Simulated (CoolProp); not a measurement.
Toluene at several states: Z from the reference equation and from simpler models built on Tc = 318.6 °C, pc = 4.126 MPa, ω = 0.266; each cubic takes its own stable root.

Computed with CoolProp (reference Helmholtz-energy equation of state, Lemmon 2006). It is a short technical equation, of lower accuracy than the large ones.

```tsv
T (°C)	p (MPa)	phase	reference	van der Waals	Soave-Redlich-Kwong	Peng-Robinson
339.45	16.2	supercritical	0.5258	0.7309	0.5936	0.5351
-29.35	0.0323	liquid	0.001609	0.002769	0.001832	0.001633
42.75	0.516	liquid	0.02140	0.03638	0.02397	0.02129
-83.05	2.84	liquid	0.1717	0.2985	0.1995	0.1783
90.85	0.0125	gas	0.9942	0.9972	0.9956	0.9954
```
